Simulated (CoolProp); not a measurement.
trans-2-butene along the isotherm 479.2 K: density (kg/m³) from the reference equation and from simpler models built on Tc = 428.6 K, pc = 4019 kPa, ω = 0.210; each cubic takes its own stable root.

Model: reference Helmholtz-energy equation of state, Lemmon 2005, in CoolProp. It is a short technical equation, of lower accuracy than the large ones.

| p (kPa) | phase | reference | ideal gas | Redlich-Kwong | Soave-Redlich-Kwong | Peng-Robinson |
|---|---|---|---|---|---|---|
| 63.5 | gas | 0.8976 | 0.8942 | 0.8977 | 0.8975 | 0.8980 |
| 103 | gas | 1.459 | 1.450 | 1.460 | 1.459 | 1.460 |
| 166 | gas | 2.361 | 2.338 | 2.362 | 2.360 | 2.364 |
| 268 | gas | 3.836 | 3.774 | 3.837 | 3.834 | 3.843 |
| 433 | gas | 6.262 | 6.097 | 6.266 | 6.257 | 6.280 |
| 699 | gas | 10.28 | 9.843 | 10.29 | 10.27 | 10.33 |
| 1130 | gas | 17.11 | 15.91 | 17.14 | 17.07 | 17.24 |
| 1830 | gas | 29.17 | 25.77 | 29.25 | 29.02 | 29.51 |
| 2950 | gas | 51.73 | 41.54 | 51.97 | 51.13 | 52.55 |
| 4770 | supercritical | 102.6 | 67.17 | 104.0 | 99.24 | 103.9 |
| 7700 | supercritical | 246.0 | 108.4 | 236.8 | 215.3 | 230.3 |
| 12400 | supercritical | 363.7 | 174.6 | 331.1 | 316.8 | 346.0 |
| 20100 | supercritical | 425.9 | 283.0 | 395.6 | 386.2 | 425.4 |
